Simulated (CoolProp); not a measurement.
Vapour-liquid equilibrium of n-butane (1) + n-decane (2) at 89.35 °C; x and y are mole fractions of (1).

Computed with CoolProp (multi-fluid Helmholtz-energy mixture model, Bücker 2006 and Lemmon 2006; pair parameters Kunz 2012).

| x | bubble pressure (bar) | y at the bubble point | dew pressure at overall composition x (bar) | liquid density (mol/L) |
|---|---|---|---|---|
| 0.05 | 0.6467 | 0.906 | … | 4.875 |
| 0.125 | 1.505 | … | 0.07048 | 5.070 |
| 0.2 | 2.349 | 0.975 | 0.07710 | … |
| 0.275 | 3.186 | 0.982 | 0.08508 | 5.488 |
| 0.35 | 4.023 | 0.986 | 0.09489 | 5.715 |
| 0.425 | 4.865 | 0.989 | 0.1073 | 5.955 |
| 0.5 | 5.716 | 0.991 | 0.1233 | 6.211 |
| 0.575 | 6.584 | 0.993 | 0.1450 | 6.483 |
| 0.65 | 7.476 | 0.995 | 0.1760 | 6.774 |
| 0.725 | 8.400 | 0.996 | 0.2238 | 7.086 |
| 0.8 | … | … | 0.3073 | 7.419 |
| 0.875 | 10.40 | 0.998 | 0.4900 | 7.770 |
| 0.95 | 11.52 | 0.999 | 1.206 | 8.128 |

Q: Fill in the missing entries.

A: 
- 0.05, dew pressure at overall composition x (bar): 0.06490
- 0.125, y at the bubble point: 0.960
- 0.2, liquid density (mol/L): 5.274
- 0.8, bubble pressure (bar): 9.370
- 0.8, y at the bubble point: 0.997

No azeotrope shows between x = 0.05 and 0.95.

Pair parameters are fitted to limited data, so mixtures are less certain than the pure fluids.
